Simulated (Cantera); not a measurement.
What does this Cantera script print?

```python
import numpy as np
import cantera as ct

gas_names = [...]  # 169 gases of nasa_gas.yaml made of C, H, N, O
cond_names = """
    C(gr) C6H6(L) C7H8(L) C8H18(L),n-octa H2O(s) H2O(L)
""".split()


# ... load() reads the species with a 1 bar reference pressure and builds the phases ...
atoms = {
    'C6H6': {'C': 6, 'H': 6},
    'H2O': {'H': 2, 'O': 1},
    'N2': {'N': 2},
}
top_T = {'C(gr)': 4500}  # K; cautious upper limits of use, not melting points


# ... equilibrate(T, P, feed) seeds the gas with the atoms and calls Mixture.equilibrate('TP', solver="vcs", rtol=1e-11, max_steps=5000) ...
results = []
feed = {'C6H6': 1, 'H2O': 0.16, 'N2': 34}  # mol
P = 1200000  # Pa
for T in [3000, 3500, 4000, 4500, 5000]:
    mix = equilibrate(T, P, feed)
    results.append((T, P, feed, dict(zip(mix.species_names, mix.species_moles))))
    x = sorted(zip(gas.X, gas.species_names), reverse=True)
    print(f"T = {T:g} K  P = {P:g} Pa  gas = {mix.phase_moles(0):.4g} mol")
    print("   x: " + "  ".join(f"{s} {v:.3e}" for v, s in x if v > 0.001))
    print("   condensed (mol): " + ("  ".join(f"{mix.phase(i).name} {mix.phase_moles(i):.4g}"
          for i in range(1, mix.n_phases) if mix.phase_moles(i) > 1e-12) or "none"))
```

It prints:

```
T = 3000 K  P = 1.2e+06 Pa  gas = 37.53 mol
   x: N2 8.795e-01  H2 5.065e-02  HCN 4.220e-02  H 1.026e-02  HNC 7.963e-03  CO 4.263e-03  C2H2,acetylene 3.151e-03
   condensed (mol): C(gr) 3.597
T = 3500 K  P = 1.2e+06 Pa  gas = 38.18 mol
   x: N2 8.424e-01  HCN 6.003e-02  H 2.675e-02  H2 2.463e-02  HNC 1.587e-02  CN 1.008e-02  C2H2,acetylene 5.286e-03  C2N2 4.701e-03  CO 4.190e-03  C3 2.434e-03  C2H 1.808e-03
   condensed (mol): C(gr) 1.173
T = 4000 K  P = 1.2e+06 Pa  gas = 39.79 mol
   x: N2 8.059e-01  H 5.974e-02  HCN 4.201e-02  CN 3.113e-02  H2 1.686e-02  HNC 1.425e-02  C3 8.859e-03  C2N2 4.275e-03  CO 4.020e-03  C2H 3.954e-03  C 2.601e-03  C2H2,acetylene 2.283e-03  C2 2.169e-03
   condensed (mol): none
T = 4500 K  P = 1.2e+06 Pa  gas = 41.65 mol
   x: N2 7.728e-01  H 9.950e-02  CN 5.222e-02  HCN 1.971e-02  C 1.129e-02  H2 9.937e-03  C3 8.130e-03  HNC 8.095e-03  C2 5.261e-03  CO 3.840e-03  C2H 3.132e-03  N 2.284e-03  C2N2 1.936e-03
   condensed (mol): none
T = 5000 K  P = 1.2e+06 Pa  gas = 43.35 mol
   x: N2 7.421e-01  H 1.242e-01  CN 6.341e-02  C 2.925e-02  N 8.245e-03  HCN 7.129e-03  C2 6.843e-03  H2 4.476e-03  C3 3.903e-03  CO 3.688e-03  HNC 3.405e-03  C2H 1.379e-03
   condensed (mol): none
```

Method: chemical equilibrium by Gibbs-energy minimisation in Cantera with the NASA 1993 tables (ideal gas, pure condensed phases).
